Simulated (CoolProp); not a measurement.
Octamethylcyclotetrasiloxane (D4) along the isotherm 515.6 K: density (kg/m³) from the reference equation and from simpler models built on Tc = 586.5 K, pc = 1.347 MPa, ω = 0.598; each cubic takes its own stable root.

Values from CoolProp's reference Helmholtz-energy equation of state, Thol 2015.

```
p (MPa)   phase  reference  van der Waals  Redlich-Kwong  Soave-Redlich-Kwong
-------  ------  ---------  -------------  -------------  -------------------
0.202       gas      15.40          14.93          15.16                15.34
0.404       gas      35.26          32.42          33.62                34.77
0.606    liquid      660.7          54.29          58.43                579.4
0.808    liquid      663.5          377.9          523.5                584.6
1.01     liquid      666.2          388.6          532.2                589.5
1.21     liquid      668.7          397.1          540.0                594.0
1.41     liquid      671.2          404.3          547.0                598.4
1.62     liquid      673.6          410.8          553.9                602.7
1.82     liquid      675.9          416.4          559.9                606.6
2.02     liquid      678.1          421.4          565.5                610.3
```

At some of these states van der Waals, Redlich-Kwong gives the other phase, because its saturation line lies elsewhere.
